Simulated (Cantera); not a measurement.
A closed system holds: 1 mol borazine, 2.7 mol H₂, equilibrated at 1050 K and 10000 Pa.

Cantera equilibrium calculation (NASA polynomials, part measured and part estimated; ideal gas, pure solids and liquids). Candidate condensed phases: B, BN; 15 gas species. The feed counts by its element totals alone. Kinetics and transport are ignored.

What is the equilibrium state?


```json
{
  "x(H₂)": "1.00",
  "n(BN(s))": "3.00 mol",
  "gas_amount": "5.700 mol",
  "log10 activity of B(s) (absent)": "-2.29"
}
```
